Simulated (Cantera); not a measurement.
An adiabatic, constant-volume homogeneous reactor starts with 2.78 % C₃H₈, 20.4 % O₂, 76.8 % N₂, at 1125 K and 9000 Torr.

Cantera simulation using GRI-Mech 3.0 (53 species, 325 reactions); the numbers are that mechanism's predictions, not measurements. GRI-Mech 3.0 was tuned for natural gas; its chemistry of propane as a main component is partial and can be far from experiment. The pressure lies above the range GRI-Mech 3.0 was tuned for (to about 10 atm).

### Question
Predict: time of steepest temperature rise; temperature at 3.00 s; equilibrium temperature; x(O₂) at 3.00 s; x(NO) at 3.00 s; x(OH) at 3.00 s.

### Answer
```
Item                                                                Result
---------------------------------  ---------------------------------------
time of steepest temperature rise                                  5.08 ms
temperature at 3.00 s                                               2739 K
equilibrium temperature                                             2739 K
x(O₂) at 3.00 s                      0.0557 (gas-phase equilibrium 0.0557)
x(NO) at 3.00 s                      0.0168 (gas-phase equilibrium 0.0168)
x(OH) at 3.00 s                    0.00883 (gas-phase equilibrium 0.00883)
```
